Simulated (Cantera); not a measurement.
Hydrogen reduction and annealing atmospheres: CuO + H2 + N2

Charge: 1 mol CuO, 190 mol H2, 3 mol N2, held at 0.113 Torr.

Method: chemical equilibrium by Gibbs-energy minimisation in Cantera with the NASA 1993 tables (ideal gas, pure condensed phases). Candidate condensed phases: Cu, CuO, Cu(OH)2, Cu2O, H2O; 27 gas species. Rates play no part.

From 998 K to 1298 K the condensed part is Cu(s). From 1398 K to 1898 K nothing is condensed. The main Cu-bearing gas is Cu throughout.

```json
[
 {"T (K)": "998", "x H2": "0.979", "x H": "1.74e-7", "x N2": "0.0155", "x H2O": "0.00518", "x Cu": "9.60e-8", "x OH": "2.00e-12", "x O": "<1e-12", "n Cu(s)": "1.000"},
 {"T (K)": "1098", "x H2": "0.979", "x H": "2.00e-6", "x N2": "0.0155", "x H2O": "0.00518", "x Cu": "3.71e-6", "x OH": "4.66e-11", "x O": "<1e-12", "n Cu(s)": "0.999"},
 {"T (K)": "1198", "x H2": "0.979", "x H": "1.54e-5", "x N2": "0.0155", "x H2O": "0.00518", "x Cu": "7.74e-5", "x OH": "6.42e-10", "x O": "<1e-12", "n Cu(s)": "0.985"},
 {"T (K)": "1298", "x H2": "0.978", "x H": "8.65e-5", "x N2": "0.0155", "x H2O": "0.00518", "x Cu": "0.00100", "x OH": "5.92e-9", "x O": "<1e-12", "n Cu(s)": "0.806"},
 {"T (K)": "1398", "x H2": "0.974", "x H": "0.000381", "x N2": "0.0155", "x H2O": "0.00515", "x Cu": "0.00515", "x OH": "3.98e-8", "x O": "1.42e-11", "n Cu(s)": "0"},
 {"T (K)": "1498", "x H2": "0.973", "x H": "0.00138", "x N2": "0.0155", "x H2O": "0.00515", "x Cu": "0.00515", "x OH": "2.08e-7", "x O": "2.57e-10", "n Cu(s)": "0"},
 {"T (K)": "1598", "x H2": "0.970", "x H": "0.00428", "x N2": "0.0154", "x H2O": "0.00514", "x Cu": "0.00514", "x OH": "8.83e-7", "x O": "3.24e-9", "n Cu(s)": "0"},
 {"T (K)": "1698", "x H2": "0.963", "x H": "0.0116", "x N2": "0.0154", "x H2O": "0.00512", "x Cu": "0.00512", "x OH": "3.17e-6", "x O": "3.05e-8", "n Cu(s)": "0"},
 {"T (K)": "1798", "x H2": "0.947", "x H": "0.0280", "x N2": "0.0152", "x H2O": "0.00507", "x Cu": "0.00508", "x OH": "9.85e-6", "x O": "2.25e-7", "n Cu(s)": "0"},
 {"T (K)": "1898", "x H2": "0.914", "x H": "0.0610", "x N2": "0.0150", "x H2O": "0.00497", "x Cu": "0.00500", "x OH": "2.71e-5", "x O": "1.36e-6", "n Cu(s)": "0"}
]
```
x: gas mole fraction; n: condensed amount in mol.
